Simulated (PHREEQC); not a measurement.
0.032 g of hydrous ferric oxide (600 m²/g; 0.2 weak and 0.005 strong sites per Fe, Dzombak-Morel constants, diffuse double layer) in 1 kg of water with 0.05 mol/kgw of an inert sodium salt and 1.9e-05 mol/kgw CaCl2 and 5e-07 mol/kgw Na2SO4, at 25 °C; the pH is set by adding NaOH or the inert anion's acid. O2 is buffered at 0.21 atm. CO2 from the air is kept out. Precipitation was switched off in this run.

The series has 17 steps of pH, from 4 to 12.

The numbers come from PHREEQC with the ion-association model, wateq4f.dat.

**Question.** Near which pH is half of the Ca sorbed, and on which side is more sorbed?

**Answer.** Near pH 9.5, with more sorbed at higher pH.

**Question.** Near which pH is half of the S sorbed, and on which side is more sorbed?

**Answer.** Near pH 5.6, with more sorbed at lower pH.

Complexes and solids missing from the database can't appear.
